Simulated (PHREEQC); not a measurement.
**Polishing slurry liquid: an equilibrium model**

Make-up at 25 °C: 0.0011 mol/kgw K2CO3, 0.03 mol/kgw Al(NO3)3 and 0.00042 mol/kgw CuSO4. Closed to the air; pH follows from the charge balance.

The numbers come from PHREEQC with the ion-association model, wateq4f.dat.

This is a speciation only: nothing precipitates in the calculation.

Estimate the pH.

pH 4.24.

In which forms is Al present?

Al+3 92 %, AlOH+2 6.7 %, AlSO4+ 1.2 % of the Al.

Saturation is exceeded, for instance for Basaluminite, Boehmite (slow to form); the values hold only as long as no solid forms.
